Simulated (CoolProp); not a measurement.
Octamethyltrisiloxane (MDM) along the isobar 1650 kPa: fugacity coefficient from the reference equation and from simpler models built on Tc = 292.2 °C, pc = 1438 kPa, ω = 0.528; each cubic takes its own stable root.

The numbers come from the reference Helmholtz-energy equation of state, Thol 2017 in CoolProp.

| T (°C) | phase | reference |
|---|---|---|
| -19.95 | liquid | 1.003e-5 |
| 2.95 | liquid | 7.540e-5 |
| 25.85 | liquid | 0.0003872 |
| 48.75 | liquid | 0.001484 |
| 71.65 | liquid | 0.004519 |
| 94.55 | liquid | 0.01147 |
| 117.55 | liquid | 0.02520 |
| 140.45 | liquid | 0.04895 |
| 163.35 | liquid | 0.08611 |
| 186.25 | liquid | 0.1394 |
| 209.15 | liquid | 0.2106 |

Problem. How far does each simpler model (Redlich-Kwong, Soave-Redlich-Kwong) lie from the reference over these 11 states: mean and median of the absolute difference, and the worst?

Solution. 
- Redlich-Kwong: mean 926.6 %, median 298.1 %, worst +4675.7 % at -19.95 °C and 1650 kPa
- Soave-Redlich-Kwong: mean 6.5 %, median 2.4 %, worst +28.1 % at -19.95 °C and 1650 kPa
